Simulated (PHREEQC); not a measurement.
A solution holds 5.39 mmol/kgw PbCl2 and 62 mmol/kgw Na2SO4, at 20 °C. Closed to the air; pH follows from the charge balance.

All values are PHREEQC results (ion-association model, wateq4f.dat), not measurements.

```json
{
 "pH": "5.72",
 "ionic_strength": "0.169 mol/kgw"
}
```

```json
[
 {"species": "Na+", "molality": "0.116", "activity": "0.0871", "log γ": "-0.122"},
 {"species": "SO4-2", "molality": "0.0486", "activity": "0.0153", "log γ": "-0.503"},
 {"species": "Cl-", "molality": "0.0106", "activity": "0.00773", "log γ": "-0.139"},
 {"species": "NaSO4-", "molality": "0.00851", "activity": "0.00645", "log γ": "-0.120"},
 {"species": "PbSO4", "molality": "0.00322", "activity": "0.00335", "log γ": "0.017"},
 {"species": "Pb+2", "molality": "0.00120", "activity": "0.000391", "log γ": "-0.487"}
]
```

This is a speciation only: nothing precipitates in the calculation. Saturation is exceeded, for instance for Anglesite, Larnakite; the values hold only as long as no solid forms.
